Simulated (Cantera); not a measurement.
Input: 1 mol SO₂, a varied amount of H₂, 4.6 mol N₂, held at 1175 K and 0.590 bar.

Method: chemical equilibrium by Gibbs-energy minimisation in Cantera with the NASA 1993 tables (ideal gas, pure condensed phases). Candidate condensed phases: H₂O, H₂SO₄, S; 35 gas species. Gases not in the tables: S₃ to S₇. The numbers say what is thermodynamically allowed, not how fast it happens.

Q: At 2.7 mol H₂, list the 6 most abundant gas species with their mole fractions, and the condensed phases.

A: N₂ 0.611, H₂O 0.260, H₂S 0.0764, S₂ 0.0266, H₂ 0.0225, SO₂ 0.00286. Condensed: gas only.
